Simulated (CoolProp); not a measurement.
Properties of CH2F2 (R32) along the isobar 172 bar.

Values from CoolProp's reference Helmholtz-energy equation of state, Tillner-Roth 1997.

```json
[
 {"T (K)": "302", "phase": "liquid", "density (kg/m³)": "1022", "expansivity (1/kK)": "3.020"},
 {"T (K)": "318.6", "phase": "liquid", "density (kg/m³)": "968.4", "expansivity (1/kK)": "3.437"},
 {"T (K)": "335.3", "phase": "liquid", "density (kg/m³)": "910.2", "expansivity (1/kK)": "4.010"},
 {"T (K)": "351.9", "phase": "supercritical", "density (kg/m³)": "846.3", "expansivity (1/kK)": "4.812"},
 {"T (K)": "368.5", "phase": "supercritical", "density (kg/m³)": "774.4", "expansivity (1/kK)": "5.948"},
 {"T (K)": "385.1", "phase": "supercritical", "density (kg/m³)": "693.2", "expansivity (1/kK)": "7.449"},
 {"T (K)": "401.8", "phase": "supercritical", "density (kg/m³)": "604.1", "expansivity (1/kK)": "8.969"},
 {"T (K)": "418.4", "phase": "supercritical", "density (kg/m³)": "516.9", "expansivity (1/kK)": "9.594"},
 {"T (K)": "435", "phase": "supercritical", "density (kg/m³)": "442.5", "expansivity (1/kK)": "8.945"}
]
```
